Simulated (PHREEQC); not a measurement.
## Nickel, zinc or cadmium bath: an equilibrium model

Consider water at 20 °C with 0.0041 mol/kgw NiSO4, 0.1 mol/kgw NaCl and 0.071 mol/kgw MnSO4. Closed to the air; pH follows from the charge balance.

Model: ion-association model, wateq4f.dat, run in PHREEQC.

Precipitation was switched off in this run.

Estimate the pH, ionic strength.

pH 6.41; ionic strength 0.282 mol/kgw.

In which forms is Mn present?

Mn+2 61 %, MnSO4 32 %, MnCl+ 6.7 % of the Mn.
